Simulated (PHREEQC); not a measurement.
Synthetic water in mg/kgw, 80 °C, pH 2.61, pe 12.6:

```csv
constituent,mg/kgw
Na,285
K,1.89
Ca,392
Mg,49.1
Cl,486
S(6) as SO4,1350
Zn,1.98
Cu(2),70.6
```

Valence states are taken as typed.

Model: ion-association model, phreeqc.dat, run in PHREEQC.

Each row changes one thing in this solution. This is a speciation only: nothing precipitates in the calculation.

```json
[
 {"case": "as made", "ionic strength (mol/kgw)": "0.0478", "CuCl+ (mol/kgw)": "0.000117", "Zn+2 (mol/kgw)": "1.96e-5", "ZnSO4 (mol/kgw)": "8.00e-6", "ZnCl+ (mol/kgw)": "2.39e-6", "CuCl2 (mol/kgw)": "8.90e-7", "SI of Gypsum (CaSO4:2H2O)": "-0.30", "SI of Halite (NaCl)": "-5.58"},
 {"case": "Zn from 1.98 to 5.94 mg/kgw", "ionic strength (mol/kgw)": "0.0479", "CuCl+ (mol/kgw)": "0.000117", "Zn+2 (mol/kgw)": "5.87e-5", "ZnSO4 (mol/kgw)": "2.39e-5", "ZnCl+ (mol/kgw)": "7.16e-6", "CuCl2 (mol/kgw)": "8.90e-7", "SI of Gypsum (CaSO4:2H2O)": "-0.30", "SI of Halite (NaCl)": "-5.58"},
 {"case": "temperature from 80 to 75 °C at the same typed pH", "ionic strength (mol/kgw)": "0.0482", "CuCl+ (mol/kgw)": "9.95e-5", "Zn+2 (mol/kgw)": "1.96e-5", "ZnSO4 (mol/kgw)": "8.24e-6", "ZnCl+ (mol/kgw)": "2.06e-6", "CuCl2 (mol/kgw)": "7.34e-7", "SI of Gypsum (CaSO4:2H2O)": "-0.30", "SI of Halite (NaCl)": "-5.57"}
]
```

Species that the database lacks are ignored. Away from 25 °C the constants follow the database's enthalpies or fits; those with neither stay at their 25 °C values.
